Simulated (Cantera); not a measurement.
Input: 1 mol Cu₂O, 28 mol H₂, 4.9 mol N₂, equilibrated at 0.760 bar.

Method: chemical equilibrium by Gibbs-energy minimisation in Cantera with the NASA 1993 tables (ideal gas, pure condensed phases). Candidate condensed phases: Cu, CuO, Cu(OH)₂, Cu₂O, H₂O; 27 gas species. The numbers say what is thermodynamically allowed, not how fast it happens.

Question: At 1300 K, list the 4 most abundant gas species with their mole fractions, and the condensed phases.

Answer: H₂ 0.821, N₂ 0.149, H₂O 0.0304, NH₃ 2.70e-5. Condensed: Cu(s).
